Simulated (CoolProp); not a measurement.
Saturation properties of octamethyltrisiloxane (MDM) (Tc = 292.2 °C, pc = 1438 kPa, ω = 0.528).

The numbers come from the reference Helmholtz-energy equation of state, Thol 2017 in CoolProp.

| T (°C) | p (kPa) | vapour density (kg/m³) | enthalpy of vaporisation (kJ/kg) | liquid cp (kJ/(kg K)) | surface tension (mN/m) |
|---|---|---|---|---|---|
| 48.65 | 2.034 | 0.1805 | 195.1 | 1.839 | 14.5 |
| 60.85 | 3.803 | 0.3260 | 190.3 | 1.869 | 13.4 |
| 73.05 | 6.718 | 0.5576 | 185.5 | 1.900 | 12.4 |
| 85.25 | 11.29 | 0.9096 | 180.7 | 1.931 | 11.4 |
| 97.35 | 18.09 | 1.419 | 175.9 | 1.963 | 10.4 |
| 109.55 | 27.99 | 2.144 | 171.0 | 1.995 | 9.47 |
| 121.75 | 41.85 | 3.138 | 166.0 | 2.028 | 8.55 |
| 133.95 | 60.67 | 4.469 | 160.8 | 2.061 | 7.66 |
| 146.15 | 85.59 | 6.216 | 155.4 | 2.094 | 6.81 |
| 158.35 | 117.8 | 8.471 | 149.9 | 2.129 | 5.98 |
| 170.45 | 158.4 | 11.32 | 144.1 | 2.164 | 5.20 |
| 182.65 | 209.3 | 14.93 | 138.0 | 2.202 | 4.45 |
| 194.85 | 271.9 | 19.47 | 131.4 | 2.242 | 3.73 |
| 207.05 | 347.7 | 25.15 | 124.4 | 2.286 | 3.06 |
| 219.25 | 438.5 | 32.28 | 116.8 | 2.335 | 2.43 |

It boils at 152.5 °C under 1 atm.

Surface tension comes from a separate correlation (Mulero 2014), older than this fluid's equation and unchecked against measurements.
